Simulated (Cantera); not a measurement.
Feed: 1 mol SiC, 0.013 mol H2O, 2.4 mol N2, 0.02 mol N2O, at 1275 K and 1.50 mbar.

Equilibrium computed with Cantera from the NASA thermochemical tables; the gas is ideal and each condensed phase is pure. Candidate condensed phases: C, C6H6, C7H8, C8H18, H2O, Si, SiC, SiO2, Si2N2O, Si3N4; 151 gas species. Mutual solubility and eutectic melting of coexisting phases are not modelled. The numbers say what is thermodynamically allowed, not how fast it happens.

Base state: N2 0.994, H2 0.00541, CO 9.21e-5, HCN 1.19e-5 (mole fractions); condensed: C(graphite) + SiC(s) + Si2N2O(s).

Task: What changes in the equilibrium state with this change: temperature from 1275 K to 1098.15 K?

Result: 
```tsv
species	before	after
N2	0.994	0.993
H2	0.00541	0.00731
HCN	1.19e-5	1.85e-6
CO	9.21e-5	4.39e-7
C(graphite), mol	0.0653	1.000
SiC(s), mol	0.934	0
Si2N2O(s), mol	0.0328	0.0330
Si3N4(s), mol	0	0.311
```

Task: What changes in the equilibrium state with this change: temperature from 1275 K to 1348 K?

Result: 
```tsv
species	before	after
N2	0.994	0.992
H2	0.00541	0.00537
CO	9.21e-5	0.00292
HCN	1.19e-5	2.34e-5
C(graphite), mol	0.0653	0.0448
SiC(s), mol	0.934	0.948
Si2N2O(s), mol	0.0328	0.0259
```

Task: What changes in the equilibrium state with this change: pressure from 1.50 mbar to 1 atm?

Result: 
```
species            before    after
----------------  -------  -------
N2                  0.994    0.993
H2                0.00541  0.00731
HCN               1.19e-5  1.39e-5
CO                9.21e-5  8.51e-7
C(graphite), mol   0.0653    1.000
SiC(s), mol         0.934        0
Si2N2O(s), mol     0.0328   0.0330
Si3N4(s), mol           0    0.311
```
